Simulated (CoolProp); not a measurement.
Properties of dimethyl carbonate along the isotherm 600 K (Tc = 557.0 K, pc = 4.909 MPa, ω = 0.346).

The numbers come from the reference Helmholtz-energy equation of state, Zhou 2011 in CoolProp.

```json
[
 {"p (MPa)": "0.0233", "phase": "gas", "density (kg/m³)": "0.4213", "cp (kJ/(kg K))": "1.861", "cv (kJ/(kg K))": "1.768", "speed of sound (m/s)": "241.1", "Joule-Thomson coefficient (K/MPa)": "5.441", "fugacity coefficient": "0.9987"},
 {"p (MPa)": "0.0351", "phase": "gas", "density (kg/m³)": "0.6350", "cp (kJ/(kg K))": "1.861", "cv (kJ/(kg K))": "1.768", "speed of sound (m/s)": "241.0", "Joule-Thomson coefficient (K/MPa)": "5.445", "fugacity coefficient": "0.9981"},
 {"p (MPa)": "0.053", "phase": "gas", "density (kg/m³)": "0.9598", "cp (kJ/(kg K))": "1.862", "cv (kJ/(kg K))": "1.768", "speed of sound (m/s)": "240.8", "Joule-Thomson coefficient (K/MPa)": "5.452", "fugacity coefficient": "0.9971"},
 {"p (MPa)": "0.0799", "phase": "gas", "density (kg/m³)": "1.449", "cp (kJ/(kg K))": "1.863", "cv (kJ/(kg K))": "1.768", "speed of sound (m/s)": "240.5", "Joule-Thomson coefficient (K/MPa)": "5.462", "fugacity coefficient": "0.9956"},
 {"p (MPa)": "0.121", "phase": "gas", "density (kg/m³)": "2.200", "cp (kJ/(kg K))": "1.864", "cv (kJ/(kg K))": "1.769", "speed of sound (m/s)": "240.0", "Joule-Thomson coefficient (K/MPa)": "5.478", "fugacity coefficient": "0.9933"},
 {"p (MPa)": "0.182", "phase": "gas", "density (kg/m³)": "3.320", "cp (kJ/(kg K))": "1.866", "cv (kJ/(kg K))": "1.769", "speed of sound (m/s)": "239.2", "Joule-Thomson coefficient (K/MPa)": "5.502", "fugacity coefficient": "0.9900"},
 {"p (MPa)": "0.274", "phase": "gas", "density (kg/m³)": "5.024", "cp (kJ/(kg K))": "1.869", "cv (kJ/(kg K))": "1.770", "speed of sound (m/s)": "238.1", "Joule-Thomson coefficient (K/MPa)": "5.539", "fugacity coefficient": "0.9850"},
 {"p (MPa)": "0.414", "phase": "gas", "density (kg/m³)": "7.652", "cp (kJ/(kg K))": "1.874", "cv (kJ/(kg K))": "1.771", "speed of sound (m/s)": "236.5", "Joule-Thomson coefficient (K/MPa)": "5.597", "fugacity coefficient": "0.9773"},
 {"p (MPa)": "0.625", "phase": "gas", "density (kg/m³)": "11.69", "cp (kJ/(kg K))": "1.882", "cv (kJ/(kg K))": "1.773", "speed of sound (m/s)": "233.9", "Joule-Thomson coefficient (K/MPa)": "5.687", "fugacity coefficient": "0.9659"},
 {"p (MPa)": "0.942", "phase": "gas", "density (kg/m³)": "17.97", "cp (kJ/(kg K))": "1.895", "cv (kJ/(kg K))": "1.776", "speed of sound (m/s)": "230.0", "Joule-Thomson coefficient (K/MPa)": "5.831", "fugacity coefficient": "0.9488"},
 {"p (MPa)": "1.42", "phase": "gas", "density (kg/m³)": "27.91", "cp (kJ/(kg K))": "1.917", "cv (kJ/(kg K))": "1.781", "speed of sound (m/s)": "223.9", "Joule-Thomson coefficient (K/MPa)": "6.071", "fugacity coefficient": "0.9234"},
 {"p (MPa)": "2.14", "phase": "gas", "density (kg/m³)": "44.20", "cp (kJ/(kg K))": "1.960", "cv (kJ/(kg K))": "1.789", "speed of sound (m/s)": "214.2", "Joule-Thomson coefficient (K/MPa)": "6.488", "fugacity coefficient": "0.8856"},
 {"p (MPa)": "3.24", "phase": "gas", "density (kg/m³)": "73.07", "cp (kJ/(kg K))": "2.057", "cv (kJ/(kg K))": "1.805", "speed of sound (m/s)": "198.2", "Joule-Thomson coefficient (K/MPa)": "7.282", "fugacity coefficient": "0.8289"},
 {"p (MPa)": "4.88", "phase": "gas", "density (kg/m³)": "130.9", "cp (kJ/(kg K))": "2.369", "cv (kJ/(kg K))": "1.839", "speed of sound (m/s)": "172.1", "Joule-Thomson coefficient (K/MPa)": "8.767", "fugacity coefficient": "0.7462"},
 {"p (MPa)": "7.36", "phase": "supercritical", "density (kg/m³)": "295.6", "cp (kJ/(kg K))": "3.868", "cv (kJ/(kg K))": "1.908", "speed of sound (m/s)": "149.5", "Joule-Thomson coefficient (K/MPa)": "8.157", "fugacity coefficient": "0.6248"}
]
```
